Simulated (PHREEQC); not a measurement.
Consider water at 25 °C with 0.26 mol CuSO4 per kg of water. Closed to the air; pH follows from the charge balance.

The numbers come from PHREEQC with the ion-association model, phreeqc.dat.

No solid was allowed to form.

Question: Predict the pH, ionic strength.

Answer: pH 4.40; ionic strength 0.482 mol/kgw.

Question: In which forms is S present?

Answer: CuSO4 54 %, SO4-2 46 % of the S.

Complexes and solids missing from the database can't appear.
